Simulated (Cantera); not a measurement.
Input (Python, Cantera):

```python
import numpy as np
import cantera as ct

gas = ct.Solution("gri30.yaml", transport_model="mixture-averaged")
show = ['H2', 'CH4', 'NH3']

rows = []
print(f"{'T/K':>7s}{'rho':>11s}{'cp':>10s}{'mu':>11s}{'lambda':>11s}{'Pr':>7s}" + "".join(f"{'D_' + s:>11s}" for s in show))
for T in [400, 650, 900, 1150, 1400, 1650]:
    gas.TPX = T, 38, {'H2O': 0.26, 'C3H8': 0.22, 'CH4': 0.27}
    Pr = gas.cp_mass * gas.viscosity / gas.thermal_conductivity
    D = [gas.mix_diff_coeffs_mole[gas.species_index(s)] for s in show]
    rows.append([gas.density, gas.cp_mass, gas.viscosity, gas.thermal_conductivity, Pr, *D])
    print(f"{T:7g}{gas.density:11.4e}{gas.cp_mass:10.1f}{gas.viscosity:11.4e}"
          f"{gas.thermal_conductivity:11.4e}{Pr:7.3f}" + "".join(f"{d:11.4e}" for d in D))
print("SI units: kg/m3, J/kg/K, Pa s, W/m/K, m2/s")
```

It prints:

```
    T/K        rho        cp         mu     lambda     Pr       D_H2      D_CH4      D_NH3
    400 2.8514e-04    2166.7 1.2884e-05 3.9246e-02  0.711 2.9130e-01 7.6139e-02 7.8599e-02
    650 1.7547e-04    2915.1 1.9771e-05 7.7171e-02  0.747 6.6983e-01 1.8521e-01 2.0136e-01
    900 1.2673e-04    3491.8 2.5807e-05 1.1885e-01  0.758 1.1588e+00 3.2857e-01 3.6850e-01
   1150 9.9180e-05    3923.7 3.1236e-05 1.6132e-01  0.760 1.7456e+00 5.0146e-01 5.7343e-01
   1400 8.1469e-05    4251.8 3.6213e-05 2.0318e-01  0.758 2.4219e+00 7.0095e-01 8.1195e-01
   1650 6.9125e-05    4510.9 4.0839e-05 2.4375e-01  0.756 3.1818e+00 9.2507e-01 1.0812e+00
SI units: kg/m3, J/kg/K, Pa s, W/m/K, m2/s
```

Computed with Cantera and GRI-Mech 3.0 (53 species, 325 reactions). Polar gases are described roughly by these parameters. The composition is frozen, though it would react at the higher temperatures.
